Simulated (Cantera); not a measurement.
Input: 1 mol MgCO3, 2.2 mol H2, 4 mol O2, 0.11 mol H2O.

Cantera equilibrium calculation (NASA polynomials, part measured and part estimated; ideal gas, pure solids and liquids). Candidate condensed phases: C, C6H6, C7H8, C8H18, H2O, Mg, MgCO3, MgO, Mg(OH)2; 116 gas species. The numbers say what is thermodynamically allowed, not how fast it happens.

### Question
What condenses at these points (T in K, P in Pa): (1248, 190000); (648, 1000000); (548, 1000000); (1848, 52); (1348, 1000000); (1348, 52)?

### Answer
| T (K) | P in Pa | condensed phases | Mg condensed (%) |
|---|---|---|---|
| 1248 | 190000 | MgO | 100.0 |
| 648 | 1000000 | MgCO3 + MgO | 100.0 |
| 548 | 1000000 | MgCO3 + Mg(OH)2 | 100.0 |
| 1848 | 52 | MgO | 100.0 |
| 1348 | 1000000 | MgO | 100.0 |
| 1348 | 52 | MgO | 100.0 |
